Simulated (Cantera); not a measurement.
## Roasting and sulfation: FeS2 + H2S + CO2 + SO3

Charge: 1 mol FeS2, a varied amount of H2S, 1.7 mol CO2, 0.86 mol SO3, held at 1648 K and 1330 Pa.

Cantera equilibrium calculation (NASA polynomials, part measured and part estimated; ideal gas, pure solids and liquids). Candidate condensed phases: C, C6H6, C7H8, C8H18, Fe, Fe(CO)5, FeO, Fe(OH)2, Fe(OH)3, FeS, FeSO4, FeS2, Fe2O3, Fe2(SO4)3, Fe3O4, H2O, H2SO4, S; 127 gas species. Metal and sulfide melt together well below either melting point, which pure phases cannot show. Mutual solubility and eutectic melting of coexisting phases are not modelled. The tables' stoichiometric FeO is somewhat more stable than real wüstite, so its field is too wide. FeO, FeS: taken at fixed stoichiometry. Rates play no part.

| n(H2S) (mol) | x S2 | x H2O | x SO2 | x CO | x CO2 | x H2 | x SO | x H2S | n FeO(s) | n FeS(l) |
|---|---|---|---|---|---|---|---|---|---|---|
| 0.42 | 0.246 | 0.0708 | 0.237 | 0.201 | 0.193 | 0.0231 | 0.0208 | 0.00250 | 1.000 | 0 |
| 0.54 | 0.253 | 0.0867 | 0.221 | 0.198 | 0.182 | 0.0295 | 0.0202 | 0.00324 | 1.000 | 0 |
| 0.71 | 0.257 | 0.108 | 0.204 | 0.192 | 0.169 | 0.0381 | 0.0195 | 0.00423 | 0.959 | 0.0405 |
| 0.92 | 0.249 | 0.132 | 0.195 | 0.184 | 0.160 | 0.0476 | 0.0189 | 0.00519 | 0.809 | 0.190 |
| 1.2 | 0.240 | 0.161 | 0.184 | 0.175 | 0.148 | 0.0592 | 0.0182 | 0.00634 | 0.609 | 0.391 |
| 1.6 | 0.229 | 0.197 | 0.171 | 0.162 | 0.135 | 0.0740 | 0.0173 | 0.00773 | 0.323 | 0.677 |
| 2 | 0.218 | 0.226 | 0.160 | 0.152 | 0.123 | 0.0871 | 0.0166 | 0.00889 | 0.0360 | 0.964 |
| 2.7 | 0.243 | 0.250 | 0.119 | 0.142 | 0.0966 | 0.115 | 0.0147 | 0.0123 | 0 | 1.000 |
| 3.5 | 0.264 | 0.262 | 0.0851 | 0.132 | 0.0744 | 0.145 | 0.0127 | 0.0163 | 0 | 1.000 |
x: gas mole fraction; n: condensed amount in mol.

From 0.42 mol H2S to 0.54 mol H2S the condensed part is FeO(s). From 0.71 mol H2S to 2 mol H2S the condensed part is FeO(s) + FeS(l). From 2.7 mol H2S to 3.5 mol H2S the condensed part is FeS(l). The main Fe-bearing gas is Fe throughout.
